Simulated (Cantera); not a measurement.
# Premixed flame

A freely propagating, adiabatic, planar premixed flame of 10.2 % CH3OH, 17.3 % O2, 65.2 % N2, 7.32 % CO2, equivalence ratio 0.88, unburnt at 300 K and 1.00 bar; multicomponent transport, grid criteria slope 0.08 and curve 0.16, no radiation.

Detailed kinetics in Cantera: GRI-Mech 3.0 (53 species, 325 reactions). GRI-Mech 3.0 was tuned for natural gas; its chemistry of methanol as a main component is partial and can be far from experiment. Burning velocities carry a grid error of a few per cent, more on coarse grids.

```csv
z (mm),T (K),u (m/s),x CH3OH,x O2,x CO2,x NO,x CH2,x CH3
-1.78,300,0.210,0.102,0.173,0.0732,<1e-8,<1e-8,<1e-8
-1.19,302,0.211,0.102,0.172,0.0731,<1e-8,<1e-8,<1e-8
-0.892,313,0.220,0.101,0.171,0.0730,<1e-8,<1e-8,<1e-8
-0.595,390,0.276,0.0976,0.164,0.0732,<1e-8,<1e-8,<1e-8
-0.297,774,0.561,0.0715,0.131,0.0793,8.22e-8,<1e-8,<1e-8
-0.149,1126,0.834,0.0395,0.0985,0.0895,4.26e-7,<1e-8,4.29e-7
0,1514,1.14,0.00353,0.0605,0.107,1.39e-6,1.19e-6,2.74e-5
0.149,1646,1.24,2.82e-6,0.0415,0.126,2.23e-6,4.89e-8,8.58e-7
0.297,1711,1.28,<1e-8,0.0346,0.138,3.02e-6,<1e-8,1.44e-8
0.595,1790,1.33,<1e-8,0.0298,0.147,4.22e-6,<1e-8,<1e-8
1.19,1865,1.38,<1e-8,0.0260,0.153,5.74e-6,<1e-8,<1e-8
2.38,1923,1.42,<1e-8,0.0231,0.158,7.54e-6,<1e-8,<1e-8
4.76,1960,1.44,<1e-8,0.0212,0.162,9.56e-6,<1e-8,<1e-8
```
x: mole fraction of selected species; z is measured from the peak of heat release.

```json
{
 "laminar_burning_velocity": "20.9 cm/s",
 "thermal_thickness": "0.595 mm",
 "peak x(CH2)": "1.33e-6",
 "peak x(CH3)": "2.80e-5",
 "grid_points": "130"
}
```
